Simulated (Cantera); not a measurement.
Feed: 1 mol MgO, 37 mol HF, 0.3 mol O2, equilibrated at 0.540 Torr.

Method: chemical equilibrium by Gibbs-energy minimisation in Cantera with the NASA 1993 tables (ideal gas, pure condensed phases). Candidate condensed phases: H2O, Mg, MgF2, MgO, Mg(OH)2; 31 gas species. Rates play no part.

Question: Which condensed phases are stable at each of these points (T (K)): 998, 1073, 1148, 1223, 1298, 1373, 1448, 1523, 1598, 1673, 1748, 1823, 1898, 1973?

Answer: 
| T (K) | condensed phases | Mg condensed (%) |
|---|---|---|
| 998 | MgF2(s) | 100.0 |
| 1073 | MgF2(s) | 100.0 |
| 1148 | MgF2(s) | 100.0 |
| 1223 | MgF2(s) | 99.7 |
| 1298 | MgF2(s) | 97.4 |
| 1373 | MgF2(s) | 82.3 |
| 1448 | MgO(s) | 21.7 |
| 1523 | gas only | 0.0 |
| 1598 | gas only | 0.0 |
| 1673 | gas only | 0.0 |
| 1748 | gas only | 0.0 |
| 1823 | gas only | 0.0 |
| 1898 | gas only | 0.0 |
| 1973 | gas only | 0.0 |

From 998 K to 1373 K the condensed part is MgF2(s). At 1448 K the condensed part is MgO(s). From 1523 K to 1973 K nothing is condensed.
